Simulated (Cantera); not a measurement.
An isothermal plug-flow reactor at 623 K and 0.987 atm (inlet), inlet velocity 1.2 m/s, active area per volume 890 1/m; feed H2 : O2 : N2 = 0.004 : 0.012 : 0.79 (molar parts), equivalence ratio 0.17.

Model: Deutschmann's 1995 Pt surface mechanism with GRI-Mech 3.0 gas chemistry, integrated in Cantera. Catalytic surfaces can have several steady states; this one follows from the mechanism file's or the stated starting coverage. Mass transfer to the wall is taken as infinitely fast.

One state of this run: x H2 = 4.38e-5; x O2 = 0.0125; x H2O = 0.00493; θ free Pt = 0.00789; θ O* = 0.990; θ OH* = 0.00219. x: gas mole fraction; θ: surface coverage.

Question: Which value of z (m) does it belong to?
A) 0.0068
B) 0.013
C) 0.00095
D) 0.049

Answer: A, 0.0068
